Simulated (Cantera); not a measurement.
Feed: 1 mol CH3SiH3, 0.0046 mol C3H8, 270 mol H2, held at 0.0100 bar.

Equilibrium computed with Cantera from the NASA thermochemical tables; the gas is ideal and each condensed phase is pure. Candidate condensed phases: C, C6H6, C7H8, C8H18, Si, SiC; 87 gas species. The feed counts by its element totals alone. Kinetics and transport are ignored. All values below are at 2475 K.

Base state: H2 0.795, H 0.201, Si 0.00305, C2H2 (acetylene) 0.00148, SiC2 0.000141, SiH 7.46e-5, C2H 2.55e-5 (mole fractions); condensed: gas only.

Task: What changes in the equilibrium state with this change: CH3SiH3 replaced by SiH2Cl2?

Result: 
```csv
species,before,after
H2,0.795,0.790
H,0.201,0.200
HCl,0,0.00558
C2H2 (acetylene),0.00148,1.95e-5
Si,0.00305,0.00320
Cl,0,0.00100
C2H,2.55e-5,3.35e-7
SiC2,0.000141,1.95e-6
```
